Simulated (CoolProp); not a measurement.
Saturated liquid density (kg/m³) of ammonia: the reference equation beside estimates from Tc = 132.4 °C, pc = 11.36 MPa, ω = 0.256.

Computed with CoolProp (reference Helmholtz-energy equation of state, Gao 2020).

| T (°C) | reference | van der Waals | Redlich-Kwong | Peng-Robinson |
|---|---|---|---|---|
| 41.55 | 577.1 | 304.1 | 432.9 | 514.6 |
| 53.25 | 557.4 | 294.1 | 414.8 | 494.3 |
| 64.85 | 536.3 | 283.3 | 395.4 | 472.0 |
| 76.45 | 513.3 | 271.5 | 374.2 | 446.9 |
| 88.05 | 487.5 | 258.3 | 350.6 | 418.3 |
| 99.75 | 457.5 | 243.1 | 323.5 | 384.6 |
| 111.35 | 421.0 | 225.1 | 291.8 | 344.0 |
| 122.95 | 369.6 | 200.9 | 250.2 | 289.6 |

Absolute difference from the reference over all 8 rows, mean and median: van der Waals 46.9 and 47.1 %, Redlich-Kwong 28.0 and 27.6 %, Peng-Robinson 14.6 and 13.6 %.
